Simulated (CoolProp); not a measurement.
Vapour-liquid equilibrium of ethane (1) + CHF3 (R23) (2) at 517 kPa; x and y are mole fractions of (1).

Values from CoolProp's multi-fluid Helmholtz-energy mixture model, Bücker 2006 and Penoncello 2003; pair parameters Bell 2016.

Give the bubble temperature and the first vapour's composition at x = 0.05, 0.35, 0.8. Is there an azeotrope?

x = 0.05: 218.8 K, y = 0.241; x = 0.35: 210.6 K, y = 0.524; x = 0.8: 211.6 K, y = 0.614. y crosses x between x = 0.5 and 0.65: the model has an azeotrope there.

The pair parameters rest on a limited set of measurements; away from them the model extrapolates. With so large a gap from Raoult's law the liquid may split in two, which this calculation doesn't test in full.
